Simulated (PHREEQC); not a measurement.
TMAH is added in steps, without added water, to 1 kg of water holding 57 mmol/kgw KH2PO4 and 0.13 mmol/kgw Na3PO4, at 25 °C. Oxygen alone is held at its pressure in air (log pO2 = -0.68). The system is closed to CO2. No solid was allowed to form.

Base run: PHREEQC, ion-association model, wateq4f.dat. Each further column changes one thing. The table gives PO4-3 (mol/kgw).

```tsv
TMAH added (mol)	base	metal-ligand complexes left out	Debye-Hückel limiting law	Davies equation for every ion	all activity coefficients set to 1
0	2.73e-11	2.93e-11	3.61e-11	2.78e-11	1.35e-11
0.006	7.85e-9	8.60e-9	9.77e-9	7.96e-9	4.54e-9
0.012	3.50e-8	3.82e-8	4.48e-8	3.55e-8	1.98e-8
0.018	9.18e-8	9.99e-8	1.21e-7	9.29e-8	5.07e-8
0.024	1.96e-7	2.12e-7	2.65e-7	1.98e-7	1.06e-7
0.03	3.80e-7	4.11e-7	5.27e-7	3.83e-7	2.02e-7
0.034	5.80e-7	6.26e-7	8.17e-7	5.83e-7	3.05e-7
0.04	1.10e-6	1.19e-6	1.59e-6	1.11e-6	5.71e-7
0.046	2.30e-6	2.47e-6	3.40e-6	2.30e-6	1.17e-6
0.052	6.63e-6	7.10e-6	1.00e-5	6.61e-6	3.34e-6
0.058	0.00103	0.00103	0.00112	0.00103	0.000804
0.064	0.00624	0.00626	0.00674	0.00624	0.00486
```

(CH3)4N+ isn't in the database: it is added as a free cation with an ion size of 4 Å. H3PO4, which wateq4f.dat lacks, is added to it with the constant of phreeqc.dat.
